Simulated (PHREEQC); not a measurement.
0.019 g of hydrous ferric oxide (600 m²/g; 0.2 weak and 0.005 strong sites per Fe, Dzombak-Morel constants, diffuse double layer) in 1 kg of water with 0.005 mol/kgw of an inert sodium salt and 9.1e-05 mol/kgw MnCl2, at 25 °C; the pH is set by adding NaOH or the inert anion's acid. The system is closed to oxygen. CO2 from the air is kept out. No solid was allowed to form.

The series has 17 steps of pH, from 4 to 12.

All values are PHREEQC results (ion-association model, wateq4f.dat), not measurements.

**Question.** At which pH does the surface charge pass through zero?

**Answer.** Near pH 11.7.

Along this series the solution becomes supersaturated in solids that the run did not let form, among them Pyrochroite. Species that the database lacks are ignored.
